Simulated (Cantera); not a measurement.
## CaS + H₂S + H₂O (roasting and sulfation)

Charge: 1 mol CaS, 0.91 mol H₂S, a varied amount of H₂O, equilibrated at 1575 °C and 76.0 mbar.

Cantera equilibrium calculation (NASA polynomials, part measured and part estimated; ideal gas, pure solids and liquids). Candidate condensed phases: Ca, CaO, Ca(OH)₂, CaS, CaSO₄, H₂O, H₂SO₄, S; 25 gas species. Equilibrium is a limit: real reactors are often held back by kinetics, nucleation or transport.

From 0.082 mol H₂O to 1.8 mol H₂O the condensed part is CaS(s). The main Ca-bearing gas is CaS at 0.082 mol H₂O and Ca(OH)₂ at 1.8 mol H₂O.

```
n(H₂O) (mol)   x H₂   x H₂O    x S₂   x H₂S     x SO₂     x SH     x SO  n CaS(s)
------------  -----  ------  ------  ------  --------  -------  -------  --------
0.082         0.567  0.0565   0.276  0.0759  0.000336   0.0196  0.00136      1.00
0.22          0.523   0.135   0.249  0.0665   0.00214   0.0179  0.00333      1.00
0.36          0.487   0.198   0.226  0.0590   0.00505   0.0164  0.00499     1.000
0.5           0.459   0.249   0.205  0.0530   0.00856   0.0152  0.00635     1.000
0.64          0.437   0.290   0.187  0.0481    0.0123   0.0142  0.00745     1.000
0.78          0.418   0.325   0.171  0.0441    0.0162   0.0133  0.00834     1.000
0.92          0.402   0.355   0.157  0.0407    0.0199   0.0125  0.00906     1.000
1.1           0.385   0.387   0.142  0.0370    0.0244   0.0116  0.00978     1.000
1.2           0.377   0.402   0.134  0.0352    0.0268   0.0111   0.0101     1.000
1.3           0.370   0.416   0.127  0.0335    0.0291   0.0107   0.0104     1.000
1.5           0.357   0.441   0.114  0.0307    0.0332  0.00999   0.0108     1.000
1.6           0.351   0.452   0.108  0.0294    0.0351  0.00966   0.0110     1.000
1.8           0.341   0.472  0.0975  0.0271    0.0386  0.00904   0.0112     1.000
```
x: gas mole fraction; n: condensed amount in mol.
